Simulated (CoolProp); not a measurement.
R507A along the isotherm 500 K: Z from the reference equation and from simpler models built on Tc = 343.8 K, pc = 3.705 MPa, ω = 0.286; each cubic takes its own stable root.

Model: reference Helmholtz-energy equation of state, Lemmon 2003, in CoolProp. It is a pseudo-pure fit of the blend.

| p (MPa) | phase | reference | van der Waals | Soave-Redlich-Kwong | Peng-Robinson |
|---|---|---|---|---|---|
| 2.32 | gas | 0.9456 | 0.9269 | 0.9568 | 0.9429 |
| 4.63 | supercritical | 0.8960 | 0.8517 | 0.9209 | 0.8962 |
| 6.95 | supercritical | 0.8540 | 0.7812 | 0.8948 | 0.8618 |
| 9.26 | supercritical | 0.8231 | 0.7348 | 0.8805 | 0.8413 |
| 11.6 | supercritical | 0.8056 | 0.7286 | 0.8785 | 0.8342 |
| 13.9 | supercritical | 0.8023 | 0.7546 | 0.8874 | 0.8386 |
| 16.2 | supercritical | 0.8113 | 0.7976 | 0.9051 | 0.8518 |
| 18.5 | supercritical | 0.8298 | 0.8491 | 0.9293 | 0.8715 |
